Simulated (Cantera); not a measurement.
An adiabatic, constant-pressure homogeneous reactor starts with 10.4 % CH₄, 18.8 % O₂, 70.8 % N₂, at 1075 K and 17.0 bar.

Cantera simulation using GRI-Mech 3.0 (53 species, 325 reactions); the numbers are that mechanism's predictions, not measurements. The pressure lies above the range GRI-Mech 3.0 was tuned for (to about 10 atm).

One state of this run: T (K) = 2724; x CH₄ = <1e-12; x O₂ = 0.00271; x CO₂ = 0.0667; x N₂O = 7.55e-7; x H₂O₂ = 4.32e-7. x: mole fraction; the columns are a selection and need not sum to one.

Question: Which value of t (s) does it belong to?
A) 0.00163
B) 0.700
C) 5.09e-5
D) 9.00e-6

Answer: B, 0.700
